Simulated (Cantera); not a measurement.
Input (Python, Cantera) and output of one run.

```python
import numpy as np
import cantera as ct

gas_names = """
    N NO NO2 NO3 N2 N2O O O2 O3 Si SiN SiO SiO2 Si2 Si2N Si3
""".split()
cond_names = """
    Si(cr) Si(L) SiO2(Lqz) SiO2(hqz) SiO2(L) Si2N2O(s) Si3N4(a)
""".split()


# ... load() reads the species with a 1 bar reference pressure and builds the phases ...
atoms = {
    'Si3N4': {'Si': 3, 'N': 4},
    'O2': {'O': 2},
}
top_T = {'Si2N2O(s)': 2100, 'Si3N4(a)': 2400}  # K; cautious upper limits of use, not melting points


# ... equilibrate(T, P, feed) seeds the gas with the atoms and calls Mixture.equilibrate('TP', solver="vcs", rtol=1e-11, max_steps=5000) ...
results = []
feed = {'Si3N4': 1, 'O2': 0.67}  # mol
P = 12000  # Pa
for T in [800, 900, 1000, 1100, 1200, 1300, 1400, 1500, 1600, 1700, 1800, 1900, 2000, 2100]:
    mix = equilibrate(T, P, feed)
    results.append((T, P, feed, dict(zip(mix.species_names, mix.species_moles))))
    x = sorted(zip(gas.X, gas.species_names), reverse=True)
    print(f"T = {T:g} K  P = {P:g} Pa  gas = {mix.phase_moles(0):.4g} mol")
    print("   x: " + "  ".join(f"{s} {v:.3e}" for v, s in x if v > 0.001))
    print("   condensed (mol): " + ("  ".join(f"{mix.phase(i).name} {mix.phase_moles(i):.4g}"
          for i in range(1, mix.n_phases) if mix.phase_moles(i) > 1e-12) or "none"))
```

Output:

```
T = 800 K  P = 12000 Pa  gas = 0.4467 mol
   x: N2 1.000e+00
   condensed (mol): Si2N2O(s) 1.34  Si3N4(a) 0.1067
T = 900 K  P = 12000 Pa  gas = 0.4467 mol
   x: N2 1.000e+00
   condensed (mol): Si2N2O(s) 1.34  Si3N4(a) 0.1067
T = 1000 K  P = 12000 Pa  gas = 0.4467 mol
   x: N2 1.000e+00
   condensed (mol): Si2N2O(s) 1.34  Si3N4(a) 0.1067
T = 1100 K  P = 12000 Pa  gas = 0.4467 mol
   x: N2 1.000e+00
   condensed (mol): Si2N2O(s) 1.34  Si3N4(a) 0.1067
T = 1200 K  P = 12000 Pa  gas = 0.4467 mol
   x: N2 1.000e+00
   condensed (mol): Si2N2O(s) 1.34  Si3N4(a) 0.1067
T = 1300 K  P = 12000 Pa  gas = 0.4467 mol
   x: N2 1.000e+00
   condensed (mol): Si2N2O(s) 1.34  Si3N4(a) 0.1067
T = 1400 K  P = 12000 Pa  gas = 0.4467 mol
   x: N2 1.000e+00
   condensed (mol): Si2N2O(s) 1.34  Si3N4(a) 0.1067
T = 1500 K  P = 12000 Pa  gas = 0.4467 mol
   x: N2 1.000e+00
   condensed (mol): Si2N2O(s) 1.34  Si3N4(a) 0.1067
T = 1600 K  P = 12000 Pa  gas = 0.4467 mol
   x: N2 1.000e+00
   condensed (mol): Si2N2O(s) 1.34  Si3N4(a) 0.1067
T = 1700 K  P = 12000 Pa  gas = 0.4467 mol
   x: N2 9.999e-01
   condensed (mol): Si2N2O(s) 1.34  Si3N4(a) 0.1067
T = 1800 K  P = 12000 Pa  gas = 0.4474 mol
   x: N2 9.988e-01  SiO 1.145e-03
   condensed (mol): Si2N2O(s) 1.339  Si3N4(a) 0.1068
T = 1900 K  P = 12000 Pa  gas = 0.4518 mol
   x: N2 9.914e-01  SiO 8.526e-03
   condensed (mol): Si2N2O(s) 1.336  Si3N4(a) 0.1079
T = 2000 K  P = 12000 Pa  gas = 0.7642 mol
   x: N2 9.316e-01  SiO 6.795e-02
   condensed (mol): Si(L) 0.3716  Si2N2O(s) 1.288
T = 2100 K  P = 12000 Pa  gas = 3.344 mol
   x: N2 5.980e-01  SiO 4.007e-01  Si 1.112e-03
   condensed (mol): Si(L) 1.655
```

Method: chemical equilibrium by Gibbs-energy minimisation in Cantera with the NASA 1993 tables (ideal gas, pure condensed phases). Mutual solubility and eutectic melting of coexisting phases are not modelled. The tables' values for SiN are old estimates; treat these amounts as uncertain.
